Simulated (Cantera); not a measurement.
A perfectly stirred reactor is fed with 8.25 % C2H6, 19.2 % O2, 72.3 % N2, 0.181 % CO2, at 4.93 atm; it is adiabatic with a 450 K inlet, and is followed from long to short residence time, starting on the burning branch (τ in s: 0.052, 0.024, 0.011, 0.0051, 0.0023, 0.0011, 0.0005, 0.00023, 0.00011, 4.9e-05).

Model: GRI-Mech 3.0 (53 species, 325 reactions), integrated in Cantera.

One state of this run: T (K) = 1874; x C2H6 = 0.000677; x O2 = 0.0180; x HCO = 5.26e-6; x CH3 = 0.00144; x OH = 0.000292; x H2O2 = 1.35e-6; x HCN = 2.28e-5. x: mole fraction; the columns are a selection and need not sum to one.

Question: Which value of τ (s) does it belong to?
(A) 0.00011
(B) 0.00050
(C) 0.0011
(D) 0.0051

Answer: A, 0.00011
